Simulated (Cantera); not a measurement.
# Hydrocarbon pyrolysis for carbon deposition

An isothermal, constant-pressure homogeneous reactor starts with CH₄ : N₂ = 1 : 62 (molar parts), at 1348 K and 0.345 atm.

Computed with Cantera and GRI-Mech 3.0 (53 species, 325 reactions). GRI-Mech 3.0 stops at C3 and has no aromatics, soot or wall deposition, so with more carbon than oxygen in the feed, carbon stays in small species such as C2H2 where larger ones or solid carbon would form.

```json
[
 {"t (s)": "5.00e-6", "x CH₄": "0.0159", "x HCN": "<1e-12", "x C₂H": "<1e-12", "x C₂H₆": "<1e-12", "x H": "2.16e-10", "x C₂H₄": "<1e-12"},
 {"t (s)": "1.60e-5", "x CH₄": "0.0159", "x HCN": "<1e-12", "x C₂H": "<1e-12", "x C₂H₆": "<1e-12", "x H": "4.99e-10", "x C₂H₄": "<1e-12"},
 {"t (s)": "5.13e-5", "x CH₄": "0.0159", "x HCN": "<1e-12", "x C₂H": "<1e-12", "x C₂H₆": "<1e-12", "x H": "7.32e-10", "x C₂H₄": "<1e-12"},
 {"t (s)": "0.000164", "x CH₄": "0.0159", "x HCN": "<1e-12", "x C₂H": "<1e-12", "x C₂H₆": "<1e-12", "x H": "7.56e-10", "x C₂H₄": "<1e-12"},
 {"t (s)": "0.000527", "x CH₄": "0.0159", "x HCN": "<1e-12", "x C₂H": "<1e-12", "x C₂H₆": "3.13e-12", "x H": "7.57e-10", "x C₂H₄": "<1e-12"},
 {"t (s)": "0.00169", "x CH₄": "0.0159", "x HCN": "<1e-12", "x C₂H": "<1e-12", "x C₂H₆": "1.05e-10", "x H": "7.57e-10", "x C₂H₄": "1.35e-11"},
 {"t (s)": "0.00541", "x CH₄": "0.0159", "x HCN": "<1e-12", "x C₂H": "<1e-12", "x C₂H₆": "3.37e-9", "x H": "7.64e-10", "x C₂H₄": "4.47e-10"},
 {"t (s)": "0.0173", "x CH₄": "0.0159", "x HCN": "<1e-12", "x C₂H": "<1e-12", "x C₂H₆": "9.17e-8", "x H": "8.23e-10", "x C₂H₄": "1.31e-8"},
 {"t (s)": "0.0555", "x CH₄": "0.0159", "x HCN": "<1e-12", "x C₂H": "<1e-12", "x C₂H₆": "1.22e-6", "x H": "1.05e-9", "x C₂H₄": "2.31e-7"},
 {"t (s)": "0.178", "x CH₄": "0.0159", "x HCN": "<1e-12", "x C₂H": "<1e-12", "x C₂H₆": "6.12e-6", "x H": "1.76e-9", "x C₂H₄": "2.39e-6"},
 {"t (s)": "0.570", "x CH₄": "0.0158", "x HCN": "<1e-12", "x C₂H": "<1e-12", "x C₂H₆": "1.95e-5", "x H": "5.20e-9", "x C₂H₄": "2.21e-5"},
 {"t (s)": "1.82", "x CH₄": "0.0154", "x HCN": "5.45e-12", "x C₂H": "2.19e-12", "x C₂H₆": "3.07e-5", "x H": "2.19e-8", "x C₂H₄": "0.000113"},
 {"t (s)": "5.85", "x CH₄": "0.0144", "x HCN": "4.84e-11", "x C₂H": "1.19e-11", "x C₂H₆": "1.97e-5", "x H": "6.34e-8", "x C₂H₄": "0.000131"},
 {"t (s)": "18.7", "x CH₄": "0.0123", "x HCN": "2.40e-10", "x C₂H": "2.83e-11", "x C₂H₆": "9.78e-6", "x H": "1.33e-7", "x C₂H₄": "7.00e-5"},
 {"t (s)": "60.0", "x CH₄": "0.00870", "x HCN": "8.81e-10", "x C₂H": "5.26e-11", "x C₂H₆": "3.62e-6", "x H": "2.42e-7", "x C₂H₄": "4.47e-5"}
]
```
x: mole fraction; the columns are a selection and need not sum to one.

Equilibrium at this temperature and pressure: CH₄ 0.000207, HCN 0.0134, C₂H 1.74e-11, C₂H₆ 3.21e-9, H 5.99e-7, C₂H₄ 1.26e-5 (gas phase only).
